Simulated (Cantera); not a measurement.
A closed system holds: 1 mol SiH₂Cl₂, 0.57 mol NH₃, 0.63 mol H₂, equilibrated at 875 K and 0.940 bar.

Equilibrium computed with Cantera from the NASA thermochemical tables; the gas is ideal and each condensed phase is pure. Candidate condensed phases: NH₄Cl, Si, Si₃N₄; 28 gas species. The tables' values for SiCl₃ are old estimates; treat these amounts as uncertain. Equilibrium is a limit: real reactors are often held back by kinetics, nucleation or transport.

Base state: H₂ 0.810, SiCl₄ 0.121, SiHCl₃ 0.0623, HCl 0.00344, SiH₂Cl₂ 0.00294, SiCl₃ 0.000197, SiH₃Cl 3.33e-5, SiCl₂ 1.86e-5 (mole fractions); condensed: Si(s) + Si₃N₄(s).

Question: What changes in the equilibrium state with this change: SiH₂Cl₂ replaced by SiHCl₃?

Answer: 
```json
[
 {"species": "H₂", "before": "0.810", "after": "0.569"},
 {"species": "HCl", "before": "0.00344", "after": "0.226"},
 {"species": "SiCl₄", "before": "0.121", "after": "0.200"},
 {"species": "SiHCl₃", "before": "0.0623", "after": "0.00110"},
 {"species": "N₂", "before": "<1e-9", "after": "0.00313"},
 {"species": "NH₃", "before": "<1e-9", "after": "3.36e-5"},
 {"species": "Si(s), mol", "before": "0.0247", "after": "0"},
 {"species": "Si₃N₄(s), mol", "before": "0.142", "after": "0.138"}
]
```

Question: What changes in the equilibrium state with this change: temperature from 875 K to 1023.15 K?

Answer: 
```tsv
species	before	after
H₂	0.810	0.803
SiCl₄	0.121	0.119
SiHCl₃	0.0623	0.0583
HCl	0.00344	0.0139
SiCl₂	1.86e-5	0.000430
SiCl₃	0.000197	0.00156
SiH₃Cl	3.33e-5	4.39e-5
SiH₂Cl₂	0.00294	0.00315
Si(s), mol	0.0247	0.0333
Si₃N₄(s), mol	0.142	0.142
```
Mutual solubility and eutectic melting of coexisting phases are not modelled.
